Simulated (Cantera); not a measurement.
Charge: 1 mol MgO, 1.1 mol HCl, 11 mol H₂, equilibrated at 1025 K and 10.0 mbar.

Cantera equilibrium calculation (NASA polynomials, part measured and part estimated; ideal gas, pure solids and liquids). Candidate condensed phases: H₂O, Mg, MgCl₂, MgO, Mg(OH)₂; 22 gas species. Kinetics and transport are ignored.

Base state: H₂ 0.909, HCl 0.0899, H₂O 0.000480, MgCl₂ 0.000480 (mole fractions); condensed: MgO(s).

Problem. What changes in the equilibrium state with this change: MgO replaced by SiO₂?

Solution. 
| species | before | after |
|---|---|---|
| H₂ | 0.909 | 0.909 |
| HCl | 0.0899 | 0.0909 |
| H₂O | 0.000480 | 2.14e-6 |
| MgCl₂ | 0.000480 | 0 |
| MgO(s), mol | 0.994 | 0 |
| SiO₂(β-quartz), mol | 0 | 1.000 |
Further candidate phases: Si, SiO₂.

Problem. What changes in the equilibrium state with this change: temperature from 1025 K to 1748 K?

Solution. 
```tsv
species	before	after
H₂	0.909	0.904
HCl	0.0899	0.0694
H₂O	0.000480	0.0124
MgCl₂	0.000480	0.0105
Mg	<1e-9	0.00176
MgCl	<1e-9	0.000142
H	4.15e-8	0.00217
Cl	3.79e-9	0.000129
MgO(s), mol	0.994	0.850
```
